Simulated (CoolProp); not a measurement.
Vapour-liquid equilibrium of C2F6 (R116) (1) + R134a (2) at 209.2 K; x and y are mole fractions of (1).

Values from CoolProp's multi-fluid Helmholtz-energy mixture model, Lemmon 2006 and Tillner-Roth 1994; pair parameters Bell 2016.

```tsv
x	bubble pressure, mixture model (MPa)	bubble pressure, Raoult's law (MPa)	y, mixture model	y, Raoult's law
0.05	0.06170	0.02183	0.806	0.468
0.2	0.1432	0.05065	0.922	0.807
0.35	0.1686	0.07947	0.936	0.900
0.5	0.1742	0.1083	0.940	0.944
0.65	0.1771	0.1371	0.942	0.969
0.8	0.1844	0.1659	0.951	0.985
0.95	0.1984	0.1947	0.981	0.997
```

The largest gap from Raoult's law is +182.7 % in bubble pressure, at x = 0.2. No azeotrope shows between x = 0.05 and 0.95.

The pair parameters rest on a limited set of measurements; away from them the model extrapolates. With so large a gap from Raoult's law the liquid may split in two, which this calculation doesn't test in full.
